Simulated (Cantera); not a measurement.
An isothermal, constant-pressure homogeneous reactor starts with 89.3 % NH3, 10.7 % H2, at 1800 K and 1.00 bar.

Detailed kinetics in Cantera: the gas-phase N/H chemistry of the illustrative SiF4/NH3 mechanism in the Surface Chemkin manual (1991). Walls and surfaces, which speed up NH3 decomposition in real reactors, are not modelled.

x: mole fraction; the columns are a selection and need not sum to one.

```json
[
 {"t (s)": "2.00e-6", "x NH3": "0.893", "x H2": "0.107", "x N2": "<1e-12", "x NH": "7.20e-11", "x N": "<1e-12"},
 {"t (s)": "5.97e-6", "x NH3": "0.893", "x H2": "0.107", "x N2": "3.27e-12", "x NH": "1.08e-9", "x N": "<1e-12"},
 {"t (s)": "1.78e-5", "x NH3": "0.893", "x H2": "0.107", "x N2": "7.38e-10", "x NH": "1.31e-8", "x N": "2.11e-11"},
 {"t (s)": "5.32e-5", "x NH3": "0.893", "x H2": "0.107", "x N2": "1.34e-7", "x NH": "1.26e-7", "x N": "7.37e-10"},
 {"t (s)": "0.000159", "x NH3": "0.892", "x H2": "0.107", "x N2": "1.07e-5", "x NH": "8.96e-7", "x N": "…"},
 {"t (s)": "0.000474", "x NH3": "0.892", "x H2": "0.108", "x N2": "0.000197", "x NH": "2.24e-6", "x N": "4.89e-8"},
 {"t (s)": "0.00141", "x NH3": "0.889", "x H2": "0.110", "x N2": "0.000981", "x NH": "2.35e-6", "x N": "5.25e-8"},
 {"t (s)": "0.00422", "x NH3": "0.880", "x H2": "0.117", "x N2": "0.00331", "x NH": "2.36e-6", "x N": "5.40e-8"},
 {"t (s)": "0.0126", "x NH3": "0.854", "x H2": "0.135", "x N2": "0.0101", "x NH": "2.38e-6", "x N": "5.79e-8"},
 {"t (s)": "0.0376", "x NH3": "0.785", "x H2": "0.187", "x N2": "0.0284", "x NH": "2.41e-6", "x N": "…"},
 {"t (s)": "0.112", "x NH3": "0.623", "x H2": "0.306", "x N2": "0.0712", "x NH": "2.33e-6", "x N": "7.64e-8"},
 {"t (s)": "0.335", "x NH3": "0.357", "x H2": "0.501", "x N2": "0.141", "x NH": "1.97e-6", "x N": "8.22e-8"},
 {"t (s)": "1.00", "x NH3": "0.120", "x H2": "0.675", "x N2": "0.204", "x NH": "1.20e-6", "x N": "…"}
]
```

Q: Some entries are withheld; supply them.

A: 
- 0.000159, x N: 1.34e-8
- 0.0376, x N: 6.58e-8
- 1.00, x N: 6.93e-8
